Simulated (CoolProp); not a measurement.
Properties of R142b along the isobar 2.12 MPa (Tc = 410.3 K, pc = 4.055 MPa, ω = 0.232).

Model: reference Helmholtz-energy equation of state, Lemmon 2006, in CoolProp. It is a short technical equation, of lower accuracy than the large ones.

```json
[
 {"T (K)": "161.1", "phase": "liquid", "density (kg/m³)": "1413", "cp (kJ/(kg K))": "1.098", "cv (kJ/(kg K))": "0.6943", "conductivity (mW/(m K))": "134", "fugacity coefficient": "2.930e-5"},
 {"T (K)": "184.8", "phase": "liquid", "density (kg/m³)": "1364", "cp (kJ/(kg K))": "1.113", "cv (kJ/(kg K))": "0.7238", "conductivity (mW/(m K))": "126", "fugacity coefficient": "0.0003929"},
 {"T (K)": "208.6", "phase": "liquid", "density (kg/m³)": "1315", "cp (kJ/(kg K))": "1.138", "cv (kJ/(kg K))": "0.7541", "conductivity (mW/(m K))": "117", "fugacity coefficient": "0.002689"},
 {"T (K)": "232.3", "phase": "liquid", "density (kg/m³)": "1266", "cp (kJ/(kg K))": "…", "cv (kJ/(kg K))": "0.7852", "conductivity (mW/(m K))": "…", "fugacity coefficient": "…"},
 {"T (K)": "256", "phase": "liquid", "density (kg/m³)": "1215", "cp (kJ/(kg K))": "1.212", "cv (kJ/(kg K))": "0.8172", "conductivity (mW/(m K))": "98.3", "fugacity coefficient": "0.03579"},
 {"T (K)": "279.8", "phase": "liquid", "density (kg/m³)": "…", "cp (kJ/(kg K))": "1.260", "cv (kJ/(kg K))": "0.8498", "conductivity (mW/(m K))": "89.3", "fugacity coefficient": "0.08805"},
 {"T (K)": "303.5", "phase": "liquid", "density (kg/m³)": "1104", "cp (kJ/(kg K))": "1.318", "cv (kJ/(kg K))": "0.8827", "conductivity (mW/(m K))": "80.7", "fugacity coefficient": "0.1807"},
 {"T (K)": "327.2", "phase": "liquid", "density (kg/m³)": "1040", "cp (kJ/(kg K))": "1.393", "cv (kJ/(kg K))": "0.9164", "conductivity (mW/(m K))": "72.5", "fugacity coefficient": "0.3233"}
]
```

Question: Fill in the missing entries.

Answer: 
- 232.3, cp (kJ/(kg K)): 1.171
- 232.3, conductivity (mW/(m K)): 107
- 232.3, fugacity coefficient: 0.01153
- 279.8, density (kg/m³): 1161

Thermal conductivity comes from a separate model (Huber 2003), an estimate that may be off by 10 % or more.
